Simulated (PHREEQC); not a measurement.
Make-up at 25 °C: 0.19 mol/kgw HF, 0.00054 mol/kgw (CH3)4NF and 0.015 mol/kgw H2SiF6. Closed to the air; pH follows from the charge balance.

Computed with PHREEQC (ion-association model, phreeqc.dat).

Question: The ionic strength comes out as 0.0529 mol/kgw. What activity coefficients do SiF6-2, H+, F-, HF2- get?

Answer: SiF6-2 0.46, H+ 0.85, F- 0.81, HF2- 0.82.

No solid was allowed to form. (CH3)4N+ isn't in the database: it is added as a free cation with an ion size of 4 Å. SiF6-2 is the database's only silicon fluoride.
